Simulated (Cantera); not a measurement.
Charge: 1 mol Cu₂O, 5.7 mol C, 16 mol N₂, at 82.5 Torr.

These are equilibrium values from Cantera (NASA tables, ideal gas, pure condensed phases), not measurements of a reactor. Candidate condensed phases: C, Cu, CuO, Cu₂O; 27 gas species. Kinetics and transport are ignored.

Q: Which condensed phases are stable at each of these points (T (K)): 1075, 1125, 1175, 1225, 1275, 1325, 1375, 1425, 1475, 1525, 1575, 1625, 1675, 1725?

A: 
```csv
T (K),condensed phases,Cu condensed (%)
1075,C(graphite) + Cu(s),100.0
1125,C(graphite) + Cu(s),100.0
1175,C(graphite) + Cu(s),100.0
1225,C(graphite) + Cu(s),100.0
1275,C(graphite) + Cu(s),100.0
1325,C(graphite) + Cu(s),100.0
1375,C(graphite) + Cu(l),100.0
1425,C(graphite) + Cu(l),100.0
1475,C(graphite) + Cu(l),100.0
1525,C(graphite) + Cu(l),99.9
1575,C(graphite) + Cu(l),99.8
1625,C(graphite) + Cu(l),99.6
1675,C(graphite) + Cu(l),99.1
1725,C(graphite) + Cu(l),98.3
```

From 1075 K to 1325 K the condensed part is C(graphite) + Cu(s). From 1375 K to 1725 K the condensed part is C(graphite) + Cu(l).
